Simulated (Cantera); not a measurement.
Counterflow diffusion flame

A counterflow diffusion flame at 735 Torr, nozzles 20 mm apart: fuel side 100 % CH₄ at 600 K, oxidiser side 21.0 % O₂, 79.0 % N₂ at 650 K, fuel mass flux 0.87 times the oxidiser's; mixture-averaged transport, no radiation.

Cantera simulation using GRI-Mech 3.0 (53 species, 325 reactions); the numbers are that mechanism's predictions, not measurements. GRI-Mech 3.0 has no aromatics or soot, which form on the fuel side of real flames. The maximum strain rate includes the flame's own expansion and is several times the mean.

| oxidiser flux (kg/m²/s) | max strain (1/s) | mean strain (1/s) | T max (K) | peak x OH | peak x H | peak x NO | peak x CO | peak x C₂H₂ |
|---|---|---|---|---|---|---|---|---|
| 0.24 | 225 | 56.1 | 2194 | 0.00978 | 0.00520 | 0.000347 | 0.0628 | 0.0171 |
| 0.33 | 299 | 77.1 | 2180 | 0.00974 | 0.00542 | 0.000322 | 0.0617 | 0.0162 |
| 0.44 | 388 | 103 | 2168 | 0.00969 | 0.00562 | 0.000298 | 0.0608 | 0.0154 |
| 0.59 | 507 | 138 | 2156 | 0.00961 | 0.00581 | 0.000272 | 0.0602 | 0.0146 |
| 0.79 | 663 | 185 | 2144 | 0.00951 | 0.00600 | 0.000244 | 0.0596 | 0.0139 |
| 1.1 | 899 | 257 | 2128 | 0.00929 | 0.00616 | 0.000209 | 0.0592 | 0.0129 |
| 1.4 | 1120 | 327 | 2113 | 0.00906 | 0.00622 | 0.000181 | 0.0589 | 0.0120 |
| 1.9 | 1490 | 444 | 2092 | 0.00867 | 0.00622 | 0.000144 | 0.0587 | 0.0109 |
x: mole fraction; the columns are a selection and need not sum to one.
